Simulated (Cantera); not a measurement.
Feed: 1 mol Si, 3.3 mol NF3, 0.23 mol H2, at 773.15 K and 0.0975 Torr.

Equilibrium computed with Cantera from the NASA thermochemical tables; the gas is ideal and each condensed phase is pure. Candidate condensed phases: Si, Si3N4; 37 gas species. Kinetics and transport are ignored.

### Question
What is the equilibrium state?

### Answer
```
Item                                 Result
--------------------------------  ---------
x(F2)                                 0.281
x(F)                                  0.252
x(N2)                                 0.247
x(SiF4)                               0.150
x(HF)                                0.0690
x(NF3)                             0.000387
gas amount                        6.669 mol
log10 activity of Si(s) (absent)     -97.46
```
